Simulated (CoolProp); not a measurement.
Carbon monoxide along the isotherm 146.4 K: Z from the reference equation and from simpler models built on Tc = 132.9 K, pc = 3498 kPa, ω = 0.050; each cubic takes its own stable root.

Model: reference Helmholtz-energy equation of state, Lemmon 2006, in CoolProp. It is a short technical equation, of lower accuracy than the large ones.

| p (kPa) | phase | reference |
|---|---|---|
| 3890 | supercritical | 0.6547 |
| 7770 | supercritical | 0.4142 |
| 11700 | supercritical | 0.5240 |
| 15500 | supercritical | 0.6422 |
| 19400 | supercritical | 0.7627 |
| 23300 | supercritical | 0.8810 |
| 27200 | supercritical | 0.9970 |
| 31100 | supercritical | 1.111 |
| 35000 | supercritical | 1.223 |

How far does each simpler model (van der Waals, Redlich-Kwong, Soave-Redlich-Kwong, Peng-Robinson) lie from the reference over these 9 states: mean and median of the absolute difference, and the worst?


- van der Waals: mean 21.2 %, median 24.1 %, worst +26.0 % at 146.4 K and 35000 kPa
- Redlich-Kwong: mean 2.1 %, median 1.3 %, worst +7.2 % at 146.4 K and 7770 kPa
- Soave-Redlich-Kwong: mean 2.3 %, median 1.2 %, worst +8.8 % at 146.4 K and 7770 kPa
- Peng-Robinson: mean 7.4 %, median 8.6 %, worst -11.0 % at 146.4 K and 35000 kPa
